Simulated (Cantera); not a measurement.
# BCl₃ + N₂ + H₂ (boron, boron nitride and boron oxide)

Feed: 1 mol BCl₃, 0.41 mol N₂, 27 mol H₂, held at 10.0 mbar.

These are equilibrium values from Cantera (NASA tables, ideal gas, pure condensed phases), not measurements of a reactor. Candidate condensed phases: B, BN, NH₄Cl; 21 gas species. N₂ is the only nitrogen source here; it is nearly inert below about 1500 K, so the nitride shown seldom forms there in practice. Mutual solubility and eutectic melting of coexisting phases are not modelled. Gases not in the tables: BHCl₂. Rates play no part.

```csv
T (°C),x H₂,x HCl,x BCl₃,x BCl₂,x BCl,n BN(s),n B(s)
727,0.907,0.0866,0.00634,1.28e-7,3.90e-9,0.820,0
752,0.907,0.0866,0.00634,2.49e-7,1.10e-8,0.820,0
777,0.907,0.0866,0.00634,4.70e-7,2.95e-8,0.820,0
802,0.907,0.0866,0.00633,8.60e-7,7.55e-8,0.820,0
827,0.907,0.0866,0.00633,1.53e-6,1.85e-7,0.820,0
852,0.907,0.0867,0.00631,2.65e-6,4.34e-7,0.820,0.000607
877,0.905,0.0896,0.00530,3.64e-6,7.71e-7,0.820,0.0291
```
x: gas mole fraction; n: condensed amount in mol.

From 727 °C to 827 °C the condensed part is BN(s). From 852 °C to 877 °C the condensed part is B(s) + BN(s). The main B-bearing gas is BCl₃ throughout.
